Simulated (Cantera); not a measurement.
Source: NASA polynomial tables (part measured, part estimated), evaluated in Cantera. Values are per mole of reaction as written; species without (g) are pure solids or liquids, kept so even where they would boil at 1 bar.

NiS2 ⇌ S + NiS

```tsv
T (K)	ΔH° (kJ)	ΔS° (J/K)	ΔG° (kJ)	log10 K
425	46.2	20.0	37.7	-4.63
450	?	?	?	?
475	?	?	?	?
500	?	?	?	?
525	48.0	23.9	35.5	-3.53
550	48.5	24.7	34.9	-3.31
575	?	?	?	?
```

### Question
What belongs in the gaps?

### Answer

- 450, ΔH° (kJ): 46.6
- 450, ΔS° (J/K): 21.0
- 450, ΔG° (kJ): 37.2
- 450, log10 K: -4.32
- 475, ΔH° (kJ): 47.1
- 475, ΔS° (J/K): 22.0
- 475, ΔG° (kJ): 36.6
- 475, log10 K: -4.03
- 500, ΔH° (kJ): 47.6
- 500, ΔS° (J/K): 23.0
- 500, ΔG° (kJ): 36.1
- 500, log10 K: -3.77
- 575, ΔH° (kJ): 48.9
- 575, ΔS° (J/K): 25.4
- 575, ΔG° (kJ): 34.3
- 575, log10 K: -3.11
